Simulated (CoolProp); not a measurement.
A simple Rankine cycle with R245ca: condensing at 288.15 K, boiler at 2.09 MPa, turbine inlet 414.2 K, turbine efficiency 0.75, pump efficiency 0.8, no recuperator. Each further row changes one setting.

The numbers come from the reference Helmholtz-energy equation of state, Zhou 2016 in CoolProp.

| case | thermal efficiency (%) | net work (kJ/kg) | heat in (kJ/kg) | turbine exit temperature (K) | volume ratio over the turbine |
|---|---|---|---|---|---|
| as stated | 16.3 | 49.4 | 304 | [?] | [?] |
| turbine inlet 434.2 K | 16.3 | [?] | 333 | 360.0 | 34.1 |
| condensing temperature 280.15 K | [?] | [?] | [?] | 330.2 | 51.9 |
| boiler pressure 1.46 MPa | 15.1 | 48.0 | 317 | 350.8 | 22.8 |
| turbine efficiency 0.65 | 14.0 | [?] | 304 | [?] | 37.9 |

Problem. Some entries are withheld; supply them.

Solution. 
- as stated, turbine exit temperature (K): 335.8
- as stated, volume ratio over the turbine: 37.1
- turbine inlet 434.2 K, net work (kJ/kg): 54.2
- condensing temperature 280.15 K, thermal efficiency (%): 17.3
- condensing temperature 280.15 K, net work (kJ/kg): 54.4
- condensing temperature 280.15 K, heat in (kJ/kg): 315
- turbine efficiency 0.65, net work (kJ/kg): 42.5
- turbine efficiency 0.65, turbine exit temperature (K): 342.7
